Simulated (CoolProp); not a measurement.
Computed with CoolProp (reference Helmholtz-energy equation of state, Jacobsen 1992).

Problem. For R11, give the phase and the density (kg/m³), isothermal compressibility (1/MPa), expansivity (1/kK) at 500 K and 8.26 MPa; 500 K and 11 MPa.

Solution. 
- 500 K and 8.26 MPa: supercritical; density 794, isothermal compressibility 0.0767, expansivity 9.64
- 500 K and 11 MPa: supercritical; density 902, isothermal compressibility 0.0303, expansivity 5.27
